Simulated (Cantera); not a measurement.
A perfectly stirred reactor is fed with H₂ : O₂ = 0.068 : 1 (molar parts), equivalence ratio 0.034, at 10.00 Torr; it is held at 1425 K, and followed from long to short residence time.

Computed with Cantera and GRI-Mech 3.0 (53 species, 325 reactions). Radical loss at walls, strong at low pressure, is not modelled. The temperature is held fixed by assumption; the heat of reaction is taken as removed at once.

x: mole fraction; the columns are a selection and need not sum to one.

| τ (s) | x H₂ | x O₂ | x H | x OH | x H₂O | x HO₂ |
|---|---|---|---|---|---|---|
| 0.32 | 0.000442 | 0.920 | 0.00121 | 0.00427 | 0.0620 | [?] |
| 0.10 | 0.000792 | 0.910 | 0.00287 | 0.00564 | 0.0598 | [?] |
| 0.033 | 0.00124 | 0.898 | 0.00517 | 0.00680 | 0.0571 | 2.02e-6 |
| 0.010 | 0.00194 | 0.890 | 0.00735 | 0.00773 | 0.0545 | 2.17e-6 |
| 0.0033 | 0.00336 | 0.888 | 0.00868 | 0.00862 | 0.0518 | 2.26e-6 |
| 0.0011 | 0.00704 | 0.890 | 0.00956 | 0.00987 | 0.0469 | 2.33e-6 |
| 0.00034 | 0.0175 | 0.900 | 0.00915 | 0.0109 | 0.0361 | 2.26e-6 |
| 0.00011 | 0.0429 | 0.920 | 0.00455 | 0.00687 | 0.0150 | [?] |

### Question
Fill in the missing entries.

### Answer

- 0.32, x HO₂: 1.39e-6
- 0.10, x HO₂: 1.77e-6
- 0.00011, x HO₂: 1.73e-6
